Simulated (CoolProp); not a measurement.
Properties of dimethyl carbonate along the isobar 54.6 bar.

Values from CoolProp's reference Helmholtz-energy equation of state, Zhou 2011.

```tsv
T (K)	phase	density (kg/m³)	cp (kJ/(kg K))	cv (kJ/(kg K))	speed of sound (m/s)	fugacity coefficient
428.9	liquid	886.2	2.122	1.570	744.7	0.1087
440.3	liquid	868.0	2.158	1.591	(withheld)	0.1352
451.7	liquid	849.1	2.197	1.611	668.0	0.1655
463.1	liquid	829.4	2.239	1.631	629.1	0.1998
474.5	liquid	808.7	2.288	1.652	589.5	0.2381
485.9	liquid	786.7	2.345	1.673	548.6	0.2802
497.4	liquid	762.7	2.417	1.695	505.5	0.3264
508.8	liquid	(withheld)	(withheld)	1.717	460.2	0.3755
520.2	liquid	707.2	2.636	1.740	411.2	0.4276
531.6	liquid	672.4	2.835	1.764	356.6	0.4818
543	liquid	627.7	3.207	1.793	293.5	(withheld)
554.4	liquid	558.9	4.260	1.837	214.4	0.5924
565.8	supercritical	312.1	12.52	1.983	115.1	0.6413
577.2	supercritical	206.4	3.678	1.867	135.9	0.6718
588.6	supercritical	176.2	2.881	1.856	151.1	0.6961
600	supercritical	158.6	2.583	1.855	163.2	0.7173
```

Problem. Some entries are withheld; supply them.

Solution. 
- 440.3, speed of sound (m/s): 706.4
- 508.8, density (kg/m³): 736.7
- 508.8, cp (kJ/(kg K)): 2.508
- 543, fugacity coefficient: 0.5373

The peak of cp marks the crossing from liquid-like to gas-like fluid above the critical point.
